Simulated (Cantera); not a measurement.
## Adiabatic ignition

An adiabatic, constant-volume homogeneous reactor starts with CO : H2 : CH4 : O2 : N2 = 1 : 0.48 : 0.14 : 0.927 : 3.49 (molar parts), equivalence ratio 1.1, at 1800 K and 68000 Pa.

Model: GRI-Mech 3.0 (53 species, 325 reactions), integrated in Cantera.

```tsv
t (s)	T (K)	P (bar)	x CO	x H2	x CH4	x HO2	x C2H	x H2O2	x HCO
1.00e-6	1800	0.680	0.166	0.0795	0.0232	1.15e-6	<1e-12	7.00e-9	2.15e-10
2.51e-6	1800	0.680	0.166	0.0795	0.0232	2.56e-6	<1e-12	2.58e-8	4.64e-10
6.31e-6	1800	0.680	0.166	0.0794	0.0231	5.18e-6	<1e-12	6.42e-8	3.99e-9
1.59e-5	1875	0.710	0.167	0.0708	0.0144	0.000179	1.27e-8	1.11e-6	8.19e-5
3.99e-5	2395	0.909	0.122	0.0217	<1e-12	5.32e-6	<1e-12	1.21e-7	2.73e-7
0.000100	2666	0.994	0.120	0.0200	<1e-12	5.55e-6	<1e-12	1.19e-7	1.92e-7
0.000252	2917	1.07	0.114	0.0175	<1e-12	9.16e-6	<1e-12	2.49e-7	1.66e-7
0.000632	2939	1.07	0.114	0.0174	<1e-12	9.28e-6	<1e-12	2.71e-7	1.67e-7
0.00159	2935	1.07	0.114	0.0176	<1e-12	8.91e-6	<1e-12	2.64e-7	1.66e-7
0.00399	2934	1.07	0.114	0.0176	<1e-12	8.87e-6	<1e-12	2.64e-7	1.66e-7
0.0100	2934	1.07	0.114	0.0176	<1e-12	8.87e-6	<1e-12	2.64e-7	1.66e-7
0.0252	2934	1.07	0.114	0.0176	<1e-12	8.87e-6	<1e-12	2.64e-7	1.66e-7
0.0634	2934	1.07	0.114	0.0176	<1e-12	8.87e-6	<1e-12	2.64e-7	1.66e-7
0.159	2934	1.07	0.114	0.0176	<1e-12	8.87e-6	<1e-12	2.64e-7	1.66e-7
0.400	2934	1.07	0.114	0.0176	<1e-12	8.87e-6	<1e-12	2.64e-7	1.66e-7
```
x: mole fraction; the columns are a selection and need not sum to one.

time of steepest temperature rise: 18.2 µs
temperature at 0.400 s: 2934 K
equilibrium temperature: 2934 K
x(CO) at 0.400 s: 0.114 (gas-phase equilibrium 0.114)
x(H2) at 0.400 s: 0.0176 (gas-phase equilibrium 0.0176)
x(CH4) at 0.400 s: <1e-12 (gas-phase equilibrium <1e-12)
